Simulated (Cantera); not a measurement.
Cantera run, input and output.

```python
import numpy as np
import cantera as ct

gas = ct.Solution("gri30.yaml")
gas.TPX = 1625, 101325, {'CH4': 1, 'H2O': 2.8}
inlet = ct.Reservoir(gas, clone=True)

reactor = ct.IdealGasConstPressureReactor(gas, energy="off", clone=False)
exhaust = ct.Reservoir(gas, clone=True)
tau = [6.2, 1.8, 0.52, 0.15, 0.044, 0.013, 0.0037, 0.0011][0]
for a, b in ((inlet, reactor), (reactor, exhaust)):
    ct.MassFlowController(a, b, mdot=lambda t: reactor.mass / tau)
net = ct.ReactorNet([reactor])
show = ['CH4', 'H2O', 'CH2O', 'H2', 'CO']

rows = []
print(f"{'tau/s':>10s}{'T/K':>9s}" + "".join(f"{s:>11s}" for s in show))
for tau in [6.2, 1.8, 0.52, 0.15, 0.044, 0.013, 0.0037, 0.0011]:
    net.initial_time = 0.0
    net.advance(30 * tau)
    before = gas.X
    net.advance(40 * tau)
    drift = np.max(np.abs(gas.X - before) / (gas.X + 1e-9))
    rows.append([gas.T, *gas[show].X, drift])
    print(f"{tau:10.3e}{gas.T:9.1f}" + "".join(f"{x:11.3e}" for x in gas[show].X))
```

Output:

```
     tau/s      T/K        CH4        H2O       CH2O         H2         CO
 6.200e+00   1625.0  2.304e-02  3.562e-01  3.427e-07  4.719e-01  1.093e-01
 1.800e+00   1625.0  3.738e-02  4.207e-01  7.649e-07  4.122e-01  7.703e-02
 5.200e-01   1625.0  5.817e-02  5.043e-01  1.821e-06  3.322e-01  4.226e-02
 1.500e-01   1625.0  8.993e-02  5.856e-01  4.207e-06  2.449e-01  1.802e-02
 4.400e-02   1625.0  1.354e-01  6.474e-01  8.749e-06  1.626e-01  6.686e-03
 1.300e-02   1625.0  1.864e-01  6.905e-01  1.587e-05  9.093e-02  2.142e-03
 3.700e-03   1625.0  2.286e-01  7.194e-01  2.290e-05  3.706e-02  5.357e-04
 1.100e-03   1625.0  2.517e-01  7.327e-01  1.984e-05  1.015e-02  9.797e-05
```

Computed with Cantera and GRI-Mech 3.0 (53 species, 325 reactions).
